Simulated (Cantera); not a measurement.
A Cantera script and its output.

```python
import numpy as np
import cantera as ct

gas = ct.Solution("gri30.yaml")


def delay(T, t_max=10):
    gas.TPX = T, 1000000, {'H2': 1, 'O2': 0.385, 'N2': 1.45}
    reactor = ct.IdealGasConstPressureReactor(gas, clone=False)
    net = ct.ReactorNet([reactor])
    net.rtol, net.atol = 1e-8, 1e-16
    while net.time < t_max:
        t_old, T_old = net.time, reactor.T
        net.step()
        if reactor.T > T + 400:  # ignition: a rise of 400 K
            return t_old + (T + 400 - T_old) / (reactor.T - T_old) * (net.time - t_old)
    return np.nan


taus = []
for T in [950, 1000, 1050, 1100, 1150, 1200, 1250, 1300, 1350, 1400]:
    taus.append(delay(T))
    print(f"T0 = {T:6g} K   tau = {taus[-1]:.4e} s")
```

It prints:

```
T0 =    950 K   tau = 2.6353e-02 s
T0 =   1000 K   tau = 7.8241e-03 s
T0 =   1050 K   tau = 2.4800e-03 s
T0 =   1100 K   tau = 8.0084e-04 s
T0 =   1150 K   tau = 2.4449e-04 s
T0 =   1200 K   tau = 6.0376e-05 s
T0 =   1250 K   tau = 1.2213e-05 s
T0 =   1300 K   tau = 5.2179e-06 s
T0 =   1350 K   tau = 3.2797e-06 s
T0 =   1400 K   tau = 2.3666e-06 s
```

Model: GRI-Mech 3.0 (53 species, 325 reactions), integrated in Cantera. The hydrogen kinetics of GRI-Mech 3.0 are dated; newer H2 mechanisms differ, most at raised pressure.
